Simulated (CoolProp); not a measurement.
Model: reference Helmholtz-energy equation of state, Thol 2019, in CoolProp.

**Question.** Give the vapour pressure (MPa), vapour density (kg/m³), enthalpy of vaporisation (kJ/kg), surface tension (mN/m) of saturated n-hexane at -2.25, 31.65, 48.55 °C.

**Answer.** 
```
T (°C)  p (MPa)  vapour density (kg/m³)  enthalpy of vaporisation (kJ/kg)  surface tension (mN/m)
------  -------  ----------------------  --------------------------------  ----------------------
-2.25   0.00535                   0.206                               384                    20.8
31.65    0.0267                   0.926                               362                    17.2
48.55    0.0513                    1.70                               350                    15.4
```

Surface tension comes from a separate correlation (Mulero 2012).
